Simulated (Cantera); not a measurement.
Feed: 1 mol Si₃N₄, 4 mol Cl₂, equilibrated at 1148 K and 0.430 bar.

Cantera equilibrium calculation (NASA polynomials, part measured and part estimated; ideal gas, pure solids and liquids). Candidate condensed phases: Si, Si₃N₄; 13 gas species. The tables' values for SiCl₃ are old estimates; treat these amounts as uncertain. Rates play no part.

### Question
What is the equilibrium state?

### Answer
```
Property                              Value
--------------------------------  ---------
x(SiCl₄)                              0.599
x(N₂)                                 0.400
x(SiCl₃)                            0.00134
x(SiCl₂)                            3.31e-5
n(Si₃N₄(s))                       0.333 mol
gas amount                        3.335 mol
log10 activity of Si(s) (absent)      -5.01
```
